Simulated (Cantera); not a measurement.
Feed: 1 mol TiO2, 2.7 mol C, 2.7 mol CO, equilibrated at 527 °C and 36.0 Pa.

Method: chemical equilibrium by Gibbs-energy minimisation in Cantera with the NASA 1993 tables (ideal gas, pure condensed phases). Candidate condensed phases: C, Ti, TiC, TiO, TiO2, Ti2O3, Ti3O5, Ti4O7; 15 gas species. Kinetics and transport are ignored.

Base state: CO 0.967, CO2 0.0332 (mole fractions); condensed: C(graphite) + TiO2(rutile).

Question: What changes in the equilibrium state with this change: pressure from 36.0 Pa to 17.0 Pa?

Answer: 
```json
[
 {"species": "CO", "before": "0.967", "after": "0.984"},
 {"species": "CO2", "before": "0.0332", "after": "0.0162"},
 {"species": "C(graphite), mol", "before": "2.79", "after": "2.74"},
 {"species": "TiO2(rutile), mol", "before": "1.00", "after": "1.00"}
]
```
